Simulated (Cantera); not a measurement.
Feed: 1 mol SiH4, 0.38 mol O3, 110 mol N2, equilibrated at 998 K and 13.3 mbar.

Method: chemical equilibrium by Gibbs-energy minimisation in Cantera with the NASA 1993 tables (ideal gas, pure condensed phases). Candidate condensed phases: H2O, Si, SiO2, Si2N2O, Si3N4; 35 gas species. N2 is the only nitrogen source here; it is nearly inert below about 1500 K, so the nitride shown seldom forms there in practice. Kinetics and transport are ignored.

**Question.** What is the equilibrium state?

**Answer.** 
- x(N2): 0.982
- x(H2): 0.0179
- n(SiO2(β-quartz)): 0.427 mol
- n(Si2N2O(s)): 0.287 mol
- gas amount: 111.7 mol
- log10 activity of Si(s) (absent): -9.15
